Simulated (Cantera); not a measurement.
An adiabatic, constant-pressure homogeneous reactor starts with H2 : O2 : N2 = 1 : 0.806 : 3.03 (molar parts), equivalence ratio 0.62, at 998 K and 1.88 atm.

Detailed kinetics in Cantera: the H2/O2 subset of GRI-Mech 3.0, which has no nitrogen chemistry.

### Question
Predict: time of steepest temperature rise; temperature at 9.00 s; equilibrium temperature; x(H2) at 9.00 s; x(O2) at 9.00 s; x(HO2) at 9.00 s; x(O) at 9.00 s; x(H) at 9.00 s; x(H2O2) at 9.00 s; x(H2O) at 9.00 s.

### Answer
```
Quantity                                                               Value
---------------------------------  -----------------------------------------
time of steepest temperature rise                                    5.38 ms
temperature at 9.00 s                                                 2409 K
equilibrium temperature                                               2409 K
x(H2) at 9.00 s                      0.00234 (gas-phase equilibrium 0.00234)
x(O2) at 9.00 s                        0.0681 (gas-phase equilibrium 0.0681)
x(HO2) at 9.00 s                     8.41e-6 (gas-phase equilibrium 8.41e-6)
x(O) at 9.00 s                       0.00174 (gas-phase equilibrium 0.00174)
x(H) at 9.00 s                     0.000588 (gas-phase equilibrium 0.000588)
x(H2O2) at 9.00 s                    4.59e-7 (gas-phase equilibrium 4.59e-7)
x(H2O) at 9.00 s                         0.222 (gas-phase equilibrium 0.222)
```
